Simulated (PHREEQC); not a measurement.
Consider water at 15 °C with 0.0036 mol ZnSO4, 0.0096 mol H3BO3 and 0.025 mol NiCl2 per kg of water. Closed to the air; pH follows from the charge balance.

The numbers come from PHREEQC with the ion-association model, wateq4f.dat.

No solid was allowed to form.

Task: Order these S species by the share of S that they hold, largest first: Zn(SO4)2-2, SO4-2, ZnSO4, NiSO4.

Result: SO4-2 (57 %), NiSO4 (36 %), ZnSO4 (6.8 %), Zn(SO4)2-2 (0.25 %)

Task: Order these Ni species by the share of Ni that they hold, largest first: NiCl+, NiSO4, Ni+2, NiCl2.

Result: Ni+2 (90 %), NiSO4 (5.2 %), NiCl+ (4.3 %), NiCl2 (0.47 %)

The pH is 5.57 and the ionic strength 0.0804 mol/kgw. Complexes and solids missing from the database can't appear. In wateq4f.dat the enthalpy of Ni(OH)2 has the wrong sign, so its saturation index can't be trusted away from 25 °C.
